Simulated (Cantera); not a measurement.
## Premixed flame

A freely propagating, adiabatic, planar premixed flame of H2 : O2 : N2 = 1 : 0.581 : 2.67 (molar parts), equivalence ratio 0.86, unburnt at 550 K and 99000 Pa; multicomponent transport, grid criteria slope 0.08 and curve 0.16, no radiation.

Model: the H2/O2 subset of GRI-Mech 3.0, which has no nitrogen chemistry, integrated in Cantera. Burning velocities carry a grid error of a few per cent, more on coarse grids.

| z (mm) | T (K) | u (m/s) | x H2 | x O2 | x HO2 | x H2O | x OH | x O |
|---|---|---|---|---|---|---|---|---|
| -1.42 | 550 | 4.39 | 0.235 | 0.137 | <1e-8 | <1e-8 | <1e-8 | <1e-8 |
| -0.945 | 550 | 4.39 | 0.235 | 0.137 | <1e-8 | <1e-8 | <1e-8 | <1e-8 |
| -0.709 | 550 | 4.39 | 0.235 | 0.137 | <1e-8 | 1.15e-8 | <1e-8 | <1e-8 |
| -0.473 | 550 | 4.39 | 0.235 | 0.137 | 4.64e-7 | 6.44e-7 | <1e-8 | <1e-8 |
| -0.236 | 565 | 4.48 | 0.229 | 0.137 | 0.000192 | 0.000731 | 2.81e-5 | 4.86e-6 |
| -0.118 | 762 | 5.89 | 0.196 | 0.133 | 0.000207 | 0.0186 | 0.000661 | 0.000210 |
| 0 | 1168 | 8.76 | 0.115 | 0.101 | 8.89e-5 | 0.0900 | 0.00254 | 0.00367 |
| 0.118 | 1470 | 10.9 | 0.0466 | 0.0552 | 4.12e-5 | 0.171 | 0.00733 | 0.00922 |
| 0.236 | 1621 | 11.9 | 0.0294 | 0.0399 | 2.58e-5 | 0.197 | 0.0102 | 0.0103 |
| 0.473 | 1773 | 12.9 | 0.0248 | 0.0341 | 1.78e-5 | 0.210 | 0.0121 | 0.00886 |
| 0.945 | 1918 | 13.9 | 0.0209 | 0.0305 | 1.20e-5 | 0.222 | 0.0128 | 0.00647 |
| 1.89 | 2041 | 14.6 | 0.0157 | 0.0274 | 7.68e-6 | 0.234 | 0.0120 | 0.00420 |
| 3.78 | 2137 | 15.2 | 0.0102 | 0.0250 | 4.65e-6 | 0.244 | 0.0102 | 0.00241 |
x: mole fraction of selected species; z is measured from the peak of heat release.

```json
{
 "laminar_burning_velocity": "439 cm/s",
 "thermal_thickness": "0.473 mm",
 "peak x(HO2)": "0.000294",
 "peak x(OH)": "0.0128",
 "peak x(O)": "0.0103",
 "grid_points": "124"
}
```
